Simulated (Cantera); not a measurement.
Input (Python, Cantera):

```python
import numpy as np
import cantera as ct

gas = ct.Solution("gri30.yaml")
gas.TPX = 1125, 65000, {'N2O': 1, 'H2O': 0.094}
reactor = ct.IdealGasConstPressureReactor(gas, energy="off", clone=False)
net = ct.ReactorNet([reactor])
net.rtol, net.atol = 1e-08, 1e-18
show = ['N2O', 'NO', 'NO2', 'O', 'O2', 'N2']
times = np.geomspace(3e-05, 5, 11)

steps = ct.SolutionArray(gas, extra=["t"])
rows = []
print(f"{'t/s':>10s}{'T/K':>9s}{'P/Pa':>11s}" + "".join(f"{s:>11s}" for s in show))
for t in times:
    while net.time < t:
        t_next = net.step()
        steps.append(gas.state, t=t_next)
    rows.append([np.interp(t, steps.t, y) for y in (steps.T, steps.P, *steps(*show).X.T)])
    print(f"{t:10.3e}{rows[-1][0]:9.1f}{rows[-1][1]:11.4g}" + "".join(f"{x:11.3e}" for x in rows[-1][2:]))
rate = np.gradient(steps.T, steps.t)
print("integrator steps:", len(steps.t))
if steps.T.max() > steps.T[0] + 200:
    print(f"time of steepest temperature rise: {steps.t[rate.argmax()]:.4e} s")
gas.TPX = 1125, 65000, {'N2O': 1, 'H2O': 0.094}
gas.equilibrate("TP")
print(f"equilibrium (TP): T = {gas.T:.1f} K  " + "  ".join(f"{s} {gas[s].X[0]:.3e}" for s in show))
```

Result:

```
       t/s      T/K       P/Pa        N2O         NO        NO2          O         O2         N2
 3.000e-05   1125.0    6.5e+04  9.141e-01  1.459e-07  3.568e-13  6.037e-07  8.791e-07  2.505e-06
 9.984e-05   1125.0    6.5e+04  9.141e-01  6.783e-07  1.506e-11  6.595e-07  4.088e-06  9.523e-06
 3.323e-04   1125.0    6.5e+04  9.140e-01  2.474e-06  1.334e-09  6.590e-07  1.494e-05  3.327e-05
 1.106e-03   1125.0    6.5e+04  9.139e-01  8.337e-06  1.120e-07  6.578e-07  5.171e-05  1.140e-04
 3.680e-03   1125.0    6.5e+04  9.135e-01  2.529e-05  2.986e-06  6.562e-07  1.803e-04  3.873e-04
 1.225e-02   1125.0    6.5e+04  9.121e-01  7.015e-05  2.391e-05  6.535e-07  6.127e-04  1.305e-03
 4.076e-02   1125.0    6.5e+04  9.075e-01  1.983e-04  1.102e-04  6.357e-07  2.044e-03  4.360e-03
 1.356e-01   1125.0    6.5e+04  8.927e-01  6.656e-04  3.113e-04  5.943e-07  6.741e-03  1.429e-02
 4.514e-01   1125.0    6.5e+04  8.462e-01  2.375e-03  5.557e-04  5.429e-07  2.163e-02  4.529e-02
 1.502e+00   1125.0    6.5e+04  7.156e-01  7.347e-03  6.899e-04  4.870e-07  6.384e-02  1.324e-01
 5.000e+00   1125.0    6.5e+04  4.423e-01  1.716e-02  6.345e-04  3.953e-07  1.528e-01  3.151e-01
integrator steps: 1211
equilibrium (TP): T = 1125.0 K  N2O 6.171e-09  NO 1.164e-04  NO2 2.839e-06  O 3.227e-09  O2 3.136e-01  N2 6.273e-01
```

Detailed kinetics in Cantera: GRI-Mech 3.0 (53 species, 325 reactions). GRI-Mech 3.0 was tuned for natural gas; its chemistry of N2O as a main component is partial and can be far from experiment. The mechanism lacks the step 2 NO + O2 → 2 NO2, which can matter for NO2 below about 1400 K. The temperature is held fixed by assumption; the heat of reaction is taken as removed at once.
